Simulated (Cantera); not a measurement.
## Moist CO burnout

An isothermal, constant-pressure homogeneous reactor starts with CO : O₂ : H₂O : N₂ = 0.0032 : 0.0064 : 0.00051 : 1 (molar parts), equivalence ratio 0.25, at 1275 K and 100.0 Torr.

Cantera simulation using GRI-Mech 3.0 (53 species, 325 reactions); the numbers are that mechanism's predictions, not measurements.

```json
[
 {"t (s)": "0.000200", "x CO": "0.00317", "x O₂": "0.00634", "x H₂O": "0.000505", "x H₂O₂": "<1e-12", "x H": "<1e-12"},
 {"t (s)": "0.000632", "x CO": "0.00317", "x O₂": "0.00634", "x H₂O": "0.000505", "x H₂O₂": "<1e-12", "x H": "<1e-12"},
 {"t (s)": "0.00200", "x CO": "0.00317", "x O₂": "0.00634", "x H₂O": "0.000505", "x H₂O₂": "<1e-12", "x H": "8.23e-12"},
 {"t (s)": "0.00632", "x CO": "0.00317", "x O₂": "0.00634", "x H₂O": "0.000505", "x H₂O₂": "<1e-12", "x H": "9.69e-11"},
 {"t (s)": "0.0200", "x CO": "0.00317", "x O₂": "0.00634", "x H₂O": "0.000505", "x H₂O₂": "<1e-12", "x H": "1.74e-9"},
 {"t (s)": "0.0632", "x CO": "0.00315", "x O₂": "0.00632", "x H₂O": "0.000503", "x H₂O₂": "2.46e-11", "x H": "1.11e-6"},
 {"t (s)": "0.200", "x CO": "0.000647", "x O₂": "0.00486", "x H₂O": "0.000346", "x H₂O₂": "3.06e-9", "x H": "0.000228"},
 {"t (s)": "0.632", "x CO": "5.51e-5", "x O₂": "0.00476", "x H₂O": "0.000490", "x H₂O₂": "1.02e-9", "x H": "7.79e-6"},
 {"t (s)": "2.00", "x CO": "5.22e-6", "x O₂": "0.00476", "x H₂O": "0.000503", "x H₂O₂": "1.20e-10", "x H": "2.26e-7"}
]
```
x: mole fraction; the columns are a selection and need not sum to one.

Equilibrium at this temperature and pressure: CO 1.17e-8, O₂ 0.00473, H₂O 0.000506, H₂O₂ <1e-12, H 6.80e-11 (gas phase only).
